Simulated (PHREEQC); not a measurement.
Buffer: speciation

Solution (40 °C): 0.11 mol NaHSO4, 0.00021 mol NaOH and 0.00031 mol NaCl per kg of water. It is in equilibrium with CO2 at log p = -3.4 (atm). Otherwise closed; pH follows from the charge balance.

The numbers come from PHREEQC with the ion-association model, wateq4f.dat.

```
Quantity                  Value
----------------  -------------
pH                         1.47
ionic strength    0.183 mol/kgw
total alkalinity    -110 meq/kg
```

| species | molality | activity | log γ |
|---|---|---|---|
| Na+ | 0.104 | 0.0775 | -0.129 |
| HSO4- | 0.0676 | 0.0493 | -0.137 |
| H+ | 0.0422 | 0.0336 | -0.099 |
| SO4-2 | 0.0363 | 0.0107 | -0.532 |
| NaSO4- | 0.00608 | 0.00454 | -0.127 |
| Cl- | 0.000310 | 0.000221 | -0.147 |
| CO2 | 9.05e-6 | 9.44e-6 | 0.018 |

No solid was allowed to form. At this temperature some constants are extrapolated from 25 °C, and those without enthalpy data are left unchanged.
